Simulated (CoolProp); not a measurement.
R123 at several states: Z from the reference equation and from simpler models built on Tc = 456.8 K, pc = 3.662 MPa, ω = 0.282; each cubic takes its own stable root.

Model: reference Helmholtz-energy equation of state, Younglove 1994, in CoolProp. It is a modified Benedict-Webb-Rubin equation, recast in Helmholtz form.

```
T (K)  p (MPa)   phase  reference
-----  -------  ------  ---------
458.8    0.425     gas     0.9596
300.5     1.98  liquid    0.08282
420.4   0.0107     gas     0.9987
389.3   0.0106     gas     0.9983
```

### Question
How far does each simpler model (van der Waals, Redlich-Kwong, Peng-Robinson) lie from the reference over these 4 states: mean and median of the absolute difference, and the worst?

### Answer
- van der Waals: mean 16.6 %, median 0.3 %, worst +65.8 % at 300.5 K and 1.98 MPa
- Redlich-Kwong: mean 3.5 %, median 0.0 %, worst +14.0 % at 300.5 K and 1.98 MPa
- Peng-Robinson: mean 0.8 %, median 0.2 %, worst -2.8 % at 300.5 K and 1.98 MPa
